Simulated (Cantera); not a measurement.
**Equilibrium for carbothermic reduction: Fe₂O₃ + CH₄ + H₂**

A closed system holds: 1 mol Fe₂O₃, 4.9 mol CH₄, 0.26 mol H₂, equilibrated at 64.0 Pa.

These are equilibrium values from Cantera (NASA tables, ideal gas, pure condensed phases), not measurements of a reactor. Candidate condensed phases: C, C₆H₆, C₇H₈, C₈H₁₈, Fe, Fe(CO)₅, FeO, Fe(OH)₂, Fe(OH)₃, Fe₂O₃, Fe₃O₄, H₂O; 114 gas species. Iron dissolves carbon and melts from about 1420 K in contact with it, which pure phases cannot show. Condensed phases not in the tables: cementite and carbon dissolved in iron. The numbers say what is thermodynamically allowed, not how fast it happens.

```tsv
T (K)	log p H₂	log p CO	log p H	log p Fe	log p CH₄	log p H₂O	log p C₂H₂ (acetylene)	n C(graphite)	n Fe(α)	n Fe(γ)
1125	-3.31	-3.83	-9.01	-11.47	-8.15	-8.33	-10.95	1.90	2.00	0
1150	-3.31	-3.83	-8.78	-11.07	-8.25	-8.47	-10.72	1.90	2.00	0
1175	-3.31	-3.83	-8.57	-10.68	-8.33	-8.60	-10.50	1.90	2.00	0
1200	-3.31	-3.83	-8.36	-10.30	-8.42	-8.73	-10.30	1.90	0	2.00
1225	-3.31	-3.83	-8.16	-9.95	-8.50	-8.85	-10.10	1.90	0	2.00
1250	-3.31	-3.83	-7.97	-9.61	-8.57	-8.96	-9.91	1.90	0	2.00
1275	-3.31	-3.83	-7.79	-9.28	-8.65	-9.07	-9.72	1.90	0	2.00
1300	-3.31	-3.83	-7.61	-8.96	-8.72	-9.18	-9.55	1.90	0	2.00
1325	-3.31	-3.83	-7.44	-8.66	-8.79	-9.28	-9.38	1.90	0	2.00
1350	-3.31	-3.83	-7.28	-8.37	-8.85	-9.38	-9.21	1.90	0	2.00
1375	-3.31	-3.83	-7.12	-8.09	-8.92	-9.48	-9.06	1.90	0	2.00
1400	-3.31	-3.83	-6.97	-7.81	-8.98	-9.57	-8.91	1.90	0	2.00
1425	-3.31	-3.83	-6.82	-7.55	-9.04	-9.66	-8.76	1.90	0	2.00
```
log p: log10 of the partial pressure in bar; n: condensed amount in mol.

From 1125 K to 1175 K the condensed part is C(graphite) + Fe(α). From 1200 K to 1425 K the condensed part is C(graphite) + Fe(γ).
